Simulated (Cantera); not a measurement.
Input: 1 mol SiC, 2.6 mol CO₂, 150 mol N₂, 0.06 mol N₂O, at 0.290 bar.

Cantera equilibrium calculation (NASA polynomials, part measured and part estimated; ideal gas, pure solids and liquids). Candidate condensed phases: C, Si, SiC, SiO₂, Si₂N₂O, Si₃N₄; 34 gas species. Mutual solubility and eutectic melting of coexisting phases are not modelled. The tables hold silica as quartz up to 1696 K and as liquid above; real silica turns to tridymite and cristobalite and melts near 1996 K. Equilibrium is a limit: real reactors are often held back by kinetics, nucleation or transport.

Problem. Which condensed phases are stable at each of these points (T (K)): 1523, 1573, 1623, 1673, 1723, 1773, 1823, 1873, 1923, 1973, 2023, 2073, 2123?

Solution. 
```tsv
T (K)	condensed phases	Si condensed (%)
1523	SiO₂(β-quartz) + Si₂N₂O(s)	99.7
1573	SiO₂(β-quartz) + Si₂N₂O(s)	98.8
1623	SiO₂(β-quartz) + Si₂N₂O(s)	96.2
1673	SiO₂(β-quartz) + Si₂N₂O(s)	88.7
1723	SiO₂(condensed) + Si₂N₂O(s)	68.0
1773	SiO₂(condensed)	65.8
1823	SiO₂(condensed)	65.5
1873	SiO₂(condensed)	64.9
1923	SiO₂(condensed)	63.5
1973	SiO₂(condensed)	60.9
2023	SiO₂(l)	56.5
2073	SiO₂(l)	49.7
2123	SiO₂(l)	39.9
```

From 1523 K to 1673 K the condensed part is SiO₂(β-quartz) + Si₂N₂O(s). At 1723 K the condensed part is SiO₂(condensed) + Si₂N₂O(s). From 1773 K to 1973 K the condensed part is SiO₂(condensed). From 2023 K to 2123 K the condensed part is SiO₂(l).
